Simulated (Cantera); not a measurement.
Input: 1 mol SF₆, 3.4 mol O₂, 3.7 mol H₂, held at 7.50 Torr.

These are equilibrium values from Cantera (NASA tables, ideal gas, pure condensed phases), not measurements of a reactor. Candidate condensed phases: H₂O, H₂SO₄, S; 43 gas species. Rates play no part.

**Question.** At 3398 K, list the 5 most abundant gas species with their mole fractions, and the condensed phases.

**Answer.** O 0.349, H 0.240, F 0.173, HF 0.164, S 0.0467. Condensed: gas only.
